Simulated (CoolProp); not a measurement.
Computed with CoolProp (reference Helmholtz-energy equation of state, Wu 2011).

Problem. Give the vapour pressure (MPa), liquid density (kg/m³), vapour density (kg/m³), surface tension (mN/m) of saturated dimethyl ether at 219.7, 265.8 K.

Solution. 
| T (K) | p (MPa) | liquid density (kg/m³) | vapour density (kg/m³) | surface tension (mN/m) |
|---|---|---|---|---|
| 219.7 | 0.0240 | 773 | 0.615 | 23.2 |
| 265.8 | 0.204 | 711 | 4.53 | 16.0 |

Surface tension comes from a separate correlation (Mulero 2012).
